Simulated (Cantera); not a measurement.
## toluene + CO₂ + H₂ (carbon deposition, reforming and gasification)

A closed system holds: 1 mol toluene, a varied amount of CO₂, 0.42 mol H₂, held at 1548 K and 6400000 Pa.

These are equilibrium values from Cantera (NASA tables, ideal gas, pure condensed phases), not measurements of a reactor. Candidate condensed phases: C, C₆H₆, C₇H₈, C₈H₁₈, H₂O; 110 gas species. The ideal-gas law is rough above about 30 bar. Equilibrium is a limit: real reactors are often held back by kinetics, nucleation or transport.

From 0.071 mol CO₂ to 2.3 mol CO₂ the condensed part is C(graphite). The main C-bearing gas is CH₄ at 0.071 mol CO₂ and CO at 2.3 mol CO₂. The share of C in condensed phases is highest at 0.071 mol CO₂ (92.3 %) and lowest at 2.3 mol CO₂ (50.4 %).

| n(CO₂) (mol) | log p H₂ | log p CO | log p CH₄ | log p H₂O | log p CO₂ | log p C₂H₄ | log p C₂H₆ | n C(graphite) |
|---|---|---|---|---|---|---|---|---|
| 0.071 | 1.74 | 0.31 | 0.80 | -0.85 | -2.73 | -2.06 | -2.53 | 6.53 |
| 0.1 | 1.74 | 0.45 | 0.79 | -0.72 | -2.45 | -2.07 | -2.55 | 6.51 |
| 0.15 | 1.73 | 0.62 | 0.77 | -0.56 | -2.12 | -2.09 | -2.58 | 6.47 |
| 0.23 | 1.72 | 0.79 | 0.74 | -0.41 | -1.78 | -2.12 | -2.62 | 6.41 |
| 0.33 | 1.70 | 0.93 | 0.71 | -0.29 | -1.50 | -2.16 | -2.67 | 6.34 |
| 0.49 | 1.67 | 1.07 | 0.66 | -0.17 | -1.21 | -2.21 | -2.75 | 6.21 |
| 0.72 | 1.64 | 1.20 | 0.59 | -0.07 | -0.96 | -2.28 | -2.85 | 6.03 |
| 1.1 | 1.59 | 1.33 | 0.48 | 0.00 | -0.70 | -2.38 | -3.01 | 5.72 |
| 1.6 | 1.53 | 1.43 | 0.36 | 0.04 | -0.50 | -2.50 | -3.19 | 5.30 |
| 2.3 | 1.45 | 1.51 | 0.22 | 0.05 | -0.34 | -2.64 | -3.40 | 4.69 |
log p: log10 of the partial pressure in bar; n: condensed amount in mol.
